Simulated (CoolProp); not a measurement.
A Linde-Hampson liquefier for nitrogen: isothermal reversible compression at 200 K from 1 atm to 25 MPa, throttling to 1 atm, return gas leaving the recuperator 2 K below the feed. Each further row changes one setting.

Model: reference Helmholtz-energy equation of state, Span 2000, in CoolProp.

```json
[
 {"case": "as stated", "liquid yield per pass": "…", "compression work (kJ/kg of gas)": "309"},
 {"case": "high pressure 50 MPa", "liquid yield per pass": "…", "compression work (kJ/kg of gas)": "…"},
 {"case": "warm-end temperature 230 K", "liquid yield per pass": "0.172", "compression work (kJ/kg of gas)": "…"},
 {"case": "warm-end gap 7 K", "liquid yield per pass": "…", "compression work (kJ/kg of gas)": "309"}
]
```

Q: Some entries are withheld; supply them.

A: 
- as stated, liquid yield per pass: 0.245
- high pressure 50 MPa, liquid yield per pass: 0.242
- high pressure 50 MPa, compression work (kJ/kg of gas): 358
- warm-end temperature 230 K, compression work (kJ/kg of gas): 366
- warm-end gap 7 K, liquid yield per pass: 0.233
